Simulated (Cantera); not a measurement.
Input: 1 mol Si, 0.026 mol N2O, 4 mol H2, held at 1698.15 K and 0.0133 bar.

These are equilibrium values from Cantera (NASA tables, ideal gas, pure condensed phases), not measurements of a reactor. Candidate condensed phases: H2O, Si, SiO2, Si2N2O, Si3N4; 35 gas species. Gases not in the tables: Si2H6 and higher silanes. Rates play no part.

Problem. What is the equilibrium state?

Solution. 
* **x(H2)**: 0.986
* **x(SiO)**: 0.00641
* **x(N2)**: 0.00641
* **x(H)**: 0.00125
* **x(Si)**: 4.94e-5
* **x(SiH2)**: 1.38e-5
* **x(SiH)**: 8.81e-6
* **n(Si(l))**: 0.974 mol
* **gas amount**: 4.055 mol
